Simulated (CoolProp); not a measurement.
Saturation properties of propylene glycol.

Computed with CoolProp (reference Helmholtz-energy equation of state, Eisenbach 2021).

| T (°C) | p (MPa) | liquid density (kg/m³) | vapour density (kg/m³) | enthalpy of vaporisation (kJ/kg) | liquid cp (kJ/(kg K)) |
|---|---|---|---|---|---|
| 67.15 | 0.0004404 | 999.7 | 0.01185 | 822.2 | 2.729 |
| 76.95 | 0.0008149 | 991.9 | 0.02131 | 812.1 | 2.783 |
| 86.75 | 0.001448 | 983.9 | 0.03685 | 802.1 | 2.836 |
| 96.55 | 0.002480 | 975.8 | 0.06146 | 792.2 | 2.889 |
| 106.35 | 0.004105 | 967.6 | 0.09917 | 782.4 | 2.942 |
| 116.15 | 0.006588 | 959.2 | 0.1553 | 772.6 | 2.994 |
| 125.95 | 0.01028 | 950.7 | 0.2365 | 762.8 | 3.046 |
| 135.75 | 0.01562 | 942.0 | 0.3512 | 753.1 | 3.098 |
| 145.55 | 0.02317 | 933.1 | 0.5098 | 743.3 | 3.150 |
| 155.35 | 0.03362 | 924.1 | 0.7243 | 733.4 | 3.201 |

It boils at 188.1 °C under 1 atm.
